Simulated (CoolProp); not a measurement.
Vapour-liquid equilibrium of methane (1) + ethylene (2) at 0.0616 MPa; x and y are mole fractions of (1).

Model: multi-fluid Helmholtz-energy mixture model, Setzmann 1991 and Smukala 2000; pair parameters Bell 2016, in CoolProp.

| x | bubble temperature (K) | y at the bubble point | dew temperature at overall composition x (K) | liquid density (mol/L) |
|---|---|---|---|---|
| 0.05 | 140.9 | 0.798 | 160.6 | 21.77 |
| 0.125 | 126.4 | 0.956 | 159.4 | ___ |
| 0.2 | ___ | 0.981 | 158.1 | 23.28 |
| 0.275 | 116.1 | 0.989 | 156.7 | 23.73 |
| 0.35 | 113.8 | 0.993 | 155.2 | 24.11 |
| 0.425 | 112.2 | ___ | 153.5 | 24.46 |
| 0.5 | 111.0 | 0.996 | 151.6 | ___ |
| 0.575 | 110.1 | 0.997 | 149.6 | ___ |
| 0.65 | 109.3 | 0.997 | 147.2 | ___ |
| 0.725 | 108.6 | 0.998 | 144.3 | 25.73 |
| 0.8 | 107.9 | 0.998 | 140.7 | 26.03 |
| 0.875 | ___ | 0.999 | 135.9 | 26.33 |
| 0.95 | 106.5 | 1.000 | 127.5 | ___ |

Question: What belongs in the gaps?

Answer: 
- 0.125, liquid density (mol/L): 22.71
- 0.2, bubble temperature (K): 119.8
- 0.425, y at the bubble point: 0.995
- 0.5, liquid density (mol/L): 24.79
- 0.575, liquid density (mol/L): 25.11
- 0.65, liquid density (mol/L): 25.42
- 0.875, bubble temperature (K): 107.2
- 0.95, liquid density (mol/L): 26.64

No azeotrope shows between x = 0.05 and 0.95.

Pair parameters are fitted to limited data, so mixtures are less certain than the pure fluids. With so large a gap from Raoult's law the liquid may split in two, which this calculation doesn't test in full.
